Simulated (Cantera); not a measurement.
# Hydrocarbon pyrolysis for carbon deposition

An isothermal, constant-pressure homogeneous reactor starts with C₂H₆ : N₂ = 1 : 0.96 (molar parts), at 1050 K and 0.220 bar.

Detailed kinetics in Cantera: GRI-Mech 3.0 (53 species, 325 reactions). GRI-Mech 3.0 stops at C3 and has no aromatics, soot or wall deposition, so with more carbon than oxygen in the feed, carbon stays in small species such as C2H2 where larger ones or solid carbon would form.

| t (s) | x C₂H₆ | x CH₂ | x CH₃ | x C₂H | x H₂ | x HCN | x CH₄ |
|---|---|---|---|---|---|---|---|
| 3.00e-5 | 0.510 | <1e-12 | 1.53e-7 | <1e-12 | 2.16e-9 | <1e-12 | 2.29e-8 |
| 0.000102 | 0.510 | <1e-12 | 3.82e-7 | <1e-12 | 7.22e-8 | <1e-12 | 2.15e-7 |
| 0.000346 | 0.510 | <1e-12 | 5.91e-7 | <1e-12 | 1.84e-6 | <1e-12 | 1.43e-6 |
| 0.00117 | 0.510 | <1e-12 | 6.30e-7 | <1e-12 | 3.09e-5 | <1e-12 | 6.29e-6 |
| 0.00398 | 0.510 | <1e-12 | 8.86e-7 | <1e-12 | 0.000390 | <1e-12 | 2.60e-5 |
| 0.0135 | 0.504 | <1e-12 | 2.22e-6 | <1e-12 | 0.00378 | <1e-12 | 0.000172 |
| 0.0458 | 0.479 | 1.25e-12 | 2.56e-6 | <1e-12 | 0.0198 | <1e-12 | 0.000962 |
| 0.156 | 0.403 | 1.11e-12 | 2.29e-6 | <1e-12 | 0.0681 | <1e-12 | 0.00354 |
| 0.528 | 0.235 | <1e-12 | 1.68e-6 | <1e-12 | 0.174 | <1e-12 | 0.0106 |
| 1.79 | 0.0643 | <1e-12 | 8.88e-7 | <1e-12 | 0.279 | <1e-12 | 0.0227 |
| 6.08 | 0.0236 | <1e-12 | 6.38e-7 | <1e-12 | 0.300 | <1e-12 | 0.0361 |
| 20.6 | 0.0202 | <1e-12 | 8.14e-7 | <1e-12 | 0.287 | <1e-12 | 0.0620 |
| 70.0 | 0.0164 | <1e-12 | 1.07e-6 | <1e-12 | 0.251 | <1e-12 | 0.112 |
x: mole fraction; the columns are a selection and need not sum to one.

Equilibrium at this temperature and pressure: C₂H₆ 0.00107, CH₂ <1e-12, CH₃ 6.20e-7, C₂H <1e-12, H₂ 0.0431, HCN 0.0397, CH₄ 0.415 (gas phase only).
